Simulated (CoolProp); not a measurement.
Model: reference Helmholtz-energy equation of state, Setzmann 1991, in CoolProp.

**Question.** For methane, give the phase and the cv (kJ/(kg K)), conductivity (mW/(m K)), Prandtl number at 188.85 °C and 1.12 MPa; 149.95 °C and 0.145 MPa.

**Answer.** 
- 188.85 °C and 1.12 MPa: gas; cv 2.24, conductivity 61.6, Prandtl number 0.725
- 149.95 °C and 0.145 MPa: gas; cv 2.10, conductivity 54.1, Prandtl number 0.721

Viscosity comes from a separate model (Quiñones-Cisneros 2006). Thermal conductivity comes from a separate model (Friend 1989).
